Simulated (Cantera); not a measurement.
Feed: 1 mol SiCl4, 0.87 mol C3H8, 47 mol H2, held at 2600 K.

Points: P (Pa) = 100, 220, 460, 1000, 2200, 4600, 10000, 22000, 46000, 100000.

Cantera's Mixture.equilibrate('TP', solver="vcs", rtol=1e-11, max_steps=5000) on the NASA tables stopped like this:

```
ERROR: FAILURE its = 5001!

*******************************************************************************
CanteraError thrown by MultiPhase::equilibrate:
VCS solver failed. Return code: -1
*******************************************************************************
```

### Question
What got this run through?

### Answer
One answer among several that fit: The failure is numerical, not chemical. The same input converged with solver="gibbs", rtol=1e-10, max_steps=50000, and the result passed a check of the equilibrium conditions:
```
log10 of partial pressures in bar; condensed amounts in mol
      P/Pa        H2         H       HCL        CL C2H2,acet        Si     C(gr)    SiC(b)
       100    -3.547    -3.190    -4.723    -4.519    -5.337    -5.041    0.5644         0
       220    -3.052    -2.942    -4.203    -4.248    -4.842    -4.659    0.7559         0
       460    -2.628    -2.730    -3.761    -4.017    -4.418    -4.308    0.7682         0
      1000    -2.214    -2.523    -3.332    -3.795    -4.004    -3.949     0.733         0
      2200    -1.818    -2.325    -2.926    -3.587    -3.608    -3.599    0.6951         0
      4600    -1.463    -2.147    -2.566    -3.405    -3.253    -3.288    0.6721         0
     1e+04    -1.101    -1.966    -2.204    -3.224    -2.891    -2.982    0.6651         0
   2.2e+04    -0.740    -1.786    -1.849    -3.049    -2.530    -2.700    0.6759         0
   4.6e+04    -0.407    -1.619    -1.522    -2.888    -2.197    -2.534    0.5985    0.1649
     1e+05    -0.060    -1.446    -1.171    -2.711    -1.850    -2.534    0.3896    0.5227
```

The gas is ideal and each condensed phase is pure. The tables' values for SiCl are old estimates; treat these amounts as uncertain. Gases not in the tables: Si2H6 and higher silanes.
